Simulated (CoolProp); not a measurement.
Vapour pressure (kPa) of fluorine: the reference equation beside estimates from Tc = -128.7 °C, pc = 5240 kPa, ω = 0.045. Clausius-Clapeyron is anchored at -147.25 °C with a constant enthalpy of vaporisation of 4.370 kJ/mol.

The numbers come from the reference Helmholtz-energy equation of state, de Reuck 1990 in CoolProp.

```json
[
 {"T (°C)": "-163.05", "reference": "895.0", "Clausius-Clapeyron": "1231", "van der Waals": "1601", "Redlich-Kwong": "905.5", "Soave-Redlich-Kwong": "908.3", "Peng-Robinson": "904.7"},
 {"T (°C)": "-159.15", "reference": "1149", "Clausius-Clapeyron": "1449", "van der Waals": "1888", "Redlich-Kwong": "1171", "Soave-Redlich-Kwong": "1167", "Peng-Robinson": "1160"},
 {"T (°C)": "-155.15", "reference": "1459", "Clausius-Clapeyron": "1694", "van der Waals": "2213", "Redlich-Kwong": "1495", "Soave-Redlich-Kwong": "1483", "Peng-Robinson": "1472"},
 {"T (°C)": "-151.15", "reference": "1824", "Clausius-Clapeyron": "1961", "van der Waals": "2572", "Redlich-Kwong": "1875", "Soave-Redlich-Kwong": "1856", "Peng-Robinson": "1841"},
 {"T (°C)": "-147.25", "reference": "2240", "Clausius-Clapeyron": "2240", "van der Waals": "2955", "Redlich-Kwong": "2304", "Soave-Redlich-Kwong": "2279", "Peng-Robinson": "2261"},
 {"T (°C)": "-143.25", "reference": "2734", "Clausius-Clapeyron": "2548", "van der Waals": "3382", "Redlich-Kwong": "2808", "Soave-Redlich-Kwong": "2779", "Peng-Robinson": "2759"},
 {"T (°C)": "-139.25", "reference": "3303", "Clausius-Clapeyron": "2875", "van der Waals": "3845", "Redlich-Kwong": "3381", "Soave-Redlich-Kwong": "3352", "Peng-Robinson": "3332"},
 {"T (°C)": "-135.35", "reference": "3938", "Clausius-Clapeyron": "3213", "van der Waals": "4332", "Redlich-Kwong": "4009", "Soave-Redlich-Kwong": "3984", "Peng-Robinson": "3968"},
 {"T (°C)": "-131.35", "reference": "4684", "Clausius-Clapeyron": "3578", "van der Waals": "4868", "Redlich-Kwong": "4727", "Soave-Redlich-Kwong": "4715", "Peng-Robinson": "4707"}
]
```

Absolute difference from the reference over all 9 rows, mean and median: Clausius-Clapeyron 16.6 and 16.1 %, van der Waals 35.8 and 31.9 %, Redlich-Kwong 2.1 and 2.4 %, Soave-Redlich-Kwong 1.5 and 1.6 %, Peng-Robinson 0.9 and 0.9 %.
